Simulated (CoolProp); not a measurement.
Properties of hydrogen sulfide along the isotherm 420 K (Tc = 373.1 K, pc = 8.999 MPa, ω = 0.101).

Computed with CoolProp (reference Helmholtz-energy equation of state, Lemmon 2006). It is a short technical equation, of lower accuracy than the large ones.

```
p (MPa)  phase       Z  cv (kJ/(kg K))  speed of sound (m/s)  expansivity (1/kK)  fugacity coefficient
-------  -----  ------  --------------  --------------------  ------------------  --------------------
0.0142     gas  0.9996          0.8083                 365.2               2.384                0.9996
0.0215     gas  0.9995          0.8084                 365.1               2.385                0.9995
0.0324     gas  0.9992          0.8085                 365.1               2.387                0.9992
0.0489     gas  0.9988          0.8087                 365.0               2.391                0.9988
0.0737     gas  0.9981          0.8090                 364.9               2.396                0.9981
0.111      gas  0.9972          0.8094                 364.7               2.403                0.9972
0.168      gas  0.9958          0.8101                 364.4               2.414                0.9958
0.253      gas  0.9936          0.8111                 364.0               2.432                0.9936
0.382      gas  0.9903          0.8125                 363.4               2.458                0.9904
0.576      gas  0.9854          0.8148                 362.4               2.499                0.9855
0.869      gas  0.9778          0.8182                 360.9               2.563                0.9782
1.31       gas  0.9663          0.8235                 358.7               2.664                0.9672
1.98       gas  0.9485          0.8318                 355.4               2.831                0.9506
2.98       gas  0.9210          0.8448                 350.3               3.116                0.9260
4.5        gas  0.8772          0.8660                 342.4               3.649                0.8889
```
